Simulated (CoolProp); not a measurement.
Properties of R113 along the isotherm 226.85 °C (Tc = 214.1 °C, pc = 3.392 MPa, ω = 0.253).

Model: reference Helmholtz-energy equation of state, Marx 1992, in CoolProp.

```csv
p (MPa),phase,cp (kJ/(kg K)),speed of sound (m/s)
0.463,gas,0.8196,147.4
0.925,gas,0.8380,141.1
1.39,gas,0.8631,134.1
1.85,gas,0.8985,126.5
2.31,gas,0.9531,117.9
2.78,gas,1.051,107.8
3.24,gas,1.262,95.97
3.7,supercritical,2.059,81.84
4.16,supercritical,3.547,81.70
4.63,supercritical,1.906,113.5
5.09,supercritical,1.570,137.4
```

The peak of cp marks the crossing from liquid-like to gas-like fluid above the critical point.
